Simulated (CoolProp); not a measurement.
Vapour-liquid equilibrium of methanol (1) + hexamethyldisiloxane (MM) (2) at 0.033 MPa; x and y are mole fractions of (1).

The numbers come from the multi-fluid Helmholtz-energy mixture model, de Reuck 1993 and Thol 2016; pair parameters Bell 2016 in CoolProp.

```tsv
x	bubble temperature, mixture model (°C)	bubble temperature, Raoult's law (°C)	y, mixture model	y, Raoult's law
0.05	[?]	63.3	0.296	0.146
0.125	49.4	59.6	[?]	0.316
0.2	44.1	56.5	0.648	0.445
0.275	41.0	53.9	[?]	0.548
0.35	39.1	51.5	0.747	0.631
0.425	38.1	49.5	[?]	0.701
0.5	37.7	47.6	[?]	0.759
0.575	37.5	45.9	0.785	0.810
0.65	37.3	44.3	0.789	0.854
0.725	37.2	42.9	[?]	0.892
0.8	37.2	41.6	[?]	0.926
0.875	37.2	40.3	[?]	0.956
0.95	37.7	39.2	0.923	0.983
```

**Question.** Fill in the missing entries.

**Answer.** 
- 0.05, bubble temperature, mixture model (°C): 57.8
- 0.125, y, mixture model: 0.531
- 0.275, y, mixture model: 0.711
- 0.425, y, mixture model: 0.767
- 0.5, y, mixture model: 0.779
- 0.725, y, mixture model: 0.796
- 0.8, y, mixture model: 0.813
- 0.875, y, mixture model: 0.849

The largest gap from Raoult's law is -12.9 K in bubble temperature, at x = 0.275. y crosses x between x = 0.8 and 0.875: the model has an azeotrope there.

Pair parameters are fitted to limited data, so mixtures are less certain than the pure fluids.
